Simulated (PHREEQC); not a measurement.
Dissolve 0.0026 mol/kgw NH4HSO4 at 88 °C. Closed to the air; pH follows from the charge balance.

Computed with PHREEQC (ion-association model, wateq4f.dat).

Precipitation was switched off in this run.

Q: Estimate the pH, ionic strength.

A: pH 2.82; ionic strength 0.00584 mol/kgw.

Q: In which forms is N present?

A: NH4+ 99 %, NH4SO4- 1.4 % of the N.

Species that the database lacks are ignored. At this temperature some constants are extrapolated from 25 °C, and those without enthalpy data are left unchanged.
